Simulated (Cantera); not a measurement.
Input: 1 mol Fe2O3, 4.2 mol C, 14 mol H2, at 2400 K.

Equilibrium computed with Cantera from the NASA thermochemical tables; the gas is ideal and each condensed phase is pure. Candidate condensed phases: C, C6H6, C7H8, C8H18, Fe, Fe(CO)5, FeO, Fe(OH)2, Fe(OH)3, Fe2O3, Fe3O4, H2O; 114 gas species. Iron dissolves carbon and melts from about 1420 K in contact with it, which pure phases cannot show. Condensed phases not in the tables: cementite and carbon dissolved in iron. Rates play no part.

Q: What share of the Fe ends up in condensed phases as a function of P (Pa), at 10, 68, 460, 3200, 22000, 150000, 1000000?

A: 
| P (Pa) | Fe condensed (%) | as |
|---|---|---|
| 10 | 0.0 | - |
| 68 | 0.0 | - |
| 460 | 0.0 | - |
| 3200 | 0.0 | - |
| 22000 | 37.9 | Fe(l) |
| 150000 | 91.5 | Fe(l) |
| 1000000 | 98.7 | Fe(l) |
